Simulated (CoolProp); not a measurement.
Vapour-liquid equilibrium of methanol (1) + ethylbenzene (2) at 338.3 K; x and y are mole fractions of (1).

Values from CoolProp's multi-fluid Helmholtz-energy mixture model, de Reuck 1993 and Zhou 2012; pair parameters Bell 2016.

| x | bubble pressure, mixture model (kPa) | bubble pressure, Raoult's law (kPa) | y, mixture model | y, Raoult's law |
|---|---|---|---|---|
| 0.05 | 40.13 | 13.98 | 0.774 | 0.372 |
| 0.2 | 81.55 | 28.19 | 0.894 | 0.738 |
| 0.35 | 90.97 | 42.41 | 0.907 | 0.858 |
| 0.5 | 92.21 | 56.63 | 0.909 | 0.918 |
| 0.65 | 93.16 | 70.84 | 0.912 | 0.954 |
| 0.8 | 96.45 | 85.06 | 0.926 | 0.978 |
| 0.95 | 102.1 | 99.28 | 0.971 | 0.995 |

The largest gap from Raoult's law is +189.3 % in bubble pressure, at x = 0.2. No azeotrope shows between x = 0.05 and 0.95.

The pair parameters rest on a limited set of measurements; away from them the model extrapolates. With so large a gap from Raoult's law the liquid may split in two, which this calculation doesn't test in full.
